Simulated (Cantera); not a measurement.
Source: NASA polynomial tables (part measured, part estimated), evaluated in Cantera. Values are per mole of reaction as written; species without (g) are pure solids or liquids, kept so even where they would boil at 1 bar.

N2O(g) + Ti2O3 ⇌ 2 N(g) + 2 TiO2, with ΔH° = 495.1 kJ and ΔS° = 109.8 J/K at 300 K.

Question: How far is the shortcut ΔG° ≈ ΔH°(300 K) − T·ΔS°(300 K) from the full temperature-dependent value at 1025, 1225, 1425, 1625, 1825, 2025, 2225, 2425, 2625, 2825 K?

Answer: 
```json
[
 {"T (K)": "1025", "shortcut (kJ)": "382.6", "full (kJ)": "382.2", "difference (kJ)": "0.4", "difference in log10 K": "-0.02", "condensed phases": "Ti2O3(s), TiO2(rutile)"},
 {"T (K)": "1225", "shortcut (kJ)": "360.6", "full (kJ)": "361.0", "difference (kJ)": "-0.4", "difference in log10 K": "0.02", "condensed phases": "Ti2O3(s), TiO2(rutile)"},
 {"T (K)": "1425", "shortcut (kJ)": "338.7", "full (kJ)": "340.2", "difference (kJ)": "-1.6", "difference in log10 K": "0.06", "condensed phases": "Ti2O3(s), TiO2(rutile)"},
 {"T (K)": "1625", "shortcut (kJ)": "316.7", "full (kJ)": "319.8", "difference (kJ)": "-3.1", "difference in log10 K": "0.10", "condensed phases": "Ti2O3(s), TiO2(rutile)"},
 {"T (K)": "1825", "shortcut (kJ)": "294.7", "full (kJ)": "299.7", "difference (kJ)": "-5.0", "difference in log10 K": "0.14", "condensed phases": "Ti2O3(s), TiO2(rutile)"},
 {"T (K)": "2025", "shortcut (kJ)": "272.8", "full (kJ)": "280.0", "difference (kJ)": "-7.2", "difference in log10 K": "0.19", "condensed phases": "Ti2O3(s), TiO2(rutile)"},
 {"T (K)": "2225", "shortcut (kJ)": "250.8", "full (kJ)": "259.9", "difference (kJ)": "-9.1", "difference in log10 K": "0.21", "condensed phases": "Ti2O3(l), TiO2(l)"},
 {"T (K)": "2425", "shortcut (kJ)": "228.9", "full (kJ)": "237.4", "difference (kJ)": "-8.5", "difference in log10 K": "0.18", "condensed phases": "Ti2O3(l), TiO2(l)"},
 {"T (K)": "2625", "shortcut (kJ)": "206.9", "full (kJ)": "214.5", "difference (kJ)": "-7.5", "difference in log10 K": "0.15", "condensed phases": "Ti2O3(l), TiO2(l)"},
 {"T (K)": "2825", "shortcut (kJ)": "185.0", "full (kJ)": "191.2", "difference (kJ)": "-6.2", "difference in log10 K": "0.12", "condensed phases": "Ti2O3(l), TiO2(l)"}
]
```
The shortcut ignores heat capacities and the phase changes listed.
